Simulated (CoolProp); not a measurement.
Vapour-liquid equilibrium of cyclohexane (1) + ethylbenzene (2) at 0.259 bar; x and y are mole fractions of (1).

The numbers come from the multi-fluid Helmholtz-energy mixture model, Zhou 2014 and Zhou 2012; pair parameters Bell 2016 in CoolProp.

```tsv
x	bubble temperature (K)	y at the bubble point	dew temperature at overall composition x (K)	liquid density (mol/L)
0.05	357.9	0.262	363.7	7.663
0.2	342.6	0.654	359.7	7.926
0.35	333.1	0.808	355.1	8.147
0.5	326.8	0.884	349.6	8.348
0.65	322.2	0.929	342.8	8.542
0.8	318.6	0.962	333.6	8.738
0.95	315.4	0.991	320.0	8.941
```

No azeotrope shows between x = 0.05 and 0.95.

Pair parameters are fitted to limited data, so mixtures are less certain than the pure fluids.
